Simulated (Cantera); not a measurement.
A Cantera script and what it prints.

```python
import numpy as np
import cantera as ct

gas_names = """
    C CO COS CO2 CS CS2 C2 C2O C3 C3O2 C4 C5 Fe FeC5O5 FeO O O2 O3 S SO SO2 SO3 S2 S2O S8
""".split()
cond_names = """
    C(gr) Fe(a) Fe(c) Fe(d) Fe(L) FeC5O5(L) FeO(s) FeO(L) FeS(a) FeS(b) FeS(c) FeS(L) FeSO4(s) FeS2(s)
    Fe2O3(s) Fe2S3O12(s) Fe3O4(s) S(cr1) S(cr2) S(L)
""".split()


# ... load() reads the species with a 1 bar reference pressure and builds the phases ...
atoms = {
    'Fe2O3': {'Fe': 2, 'O': 3},
    'SO3': {'S': 1, 'O': 3},
    'CO2': {'C': 1, 'O': 2},
}
top_T = {'C(gr)': 4500, 'FeSO4(s)': 950, 'FeS2(s)': 1010, 'Fe2O3(s)': 1830, 'Fe2S3O12(s)': 1100, 'Fe3O4(s)': 1870}  # K; cautious upper limits of use, not melting points


# ... equilibrate(T, P, feed) seeds the gas with the atoms and calls Mixture.equilibrate('TP', solver="vcs", rtol=1e-11, max_steps=5000) ...
results = []
feed = {'Fe2O3': 1, 'SO3': 0.072, 'CO2': 2}  # mol
T = 1623  # K
P = 11000  # Pa
mix = equilibrate(T, P, feed)
results.append((T, P, feed, dict(zip(mix.species_names, mix.species_moles))))
print(gas.report(threshold=0.001))
for i in range(1, mix.n_phases):
    print(f"{mix.phase(i).name:16s} {mix.phase_moles(i):12.5e} mol")
```

Result:

```
       temperature   1623 K
          pressure   11000 Pa
           density   0.035516 kg/m^3
  mean mol. weight   43.569 kg/kmol
   phase of matter   gas

                          1 kg             1 kmol
                     ---------------   ---------------
          enthalpy       -6.6233e+06       -2.8857e+08  J
   internal energy        -6.933e+06       -3.0207e+08  J
           entropy            7268.7        3.1669e+05  J/K
    Gibbs function        -1.842e+07       -8.0256e+08  J
 heat capacity c_p            1305.7             56886  J/K
 heat capacity c_v            1114.8             48572  J/K

                      mass frac. Y      mole frac. X     chem. pot. / RT
                     ---------------   ---------------   ---------------
               CO2            0.8878           0.87893           -62.086
                O2          0.065486          0.089167           -32.668
               SO2          0.046436          0.031584           -62.553
     [  +22 minor]        0.00028073        0.00032174

C(gr)             0.00000e+00 mol
Fe(c)             0.00000e+00 mol
FeC5O5(L)         0.00000e+00 mol
FeO(s)            0.00000e+00 mol
FeS(L)            0.00000e+00 mol
Fe2O3(s)          0.00000e+00 mol
Fe3O4(s)          6.66667e-01 mol
S(L)              0.00000e+00 mol
```

Method: chemical equilibrium by Gibbs-energy minimisation in Cantera with the NASA 1993 tables (ideal gas, pure condensed phases).
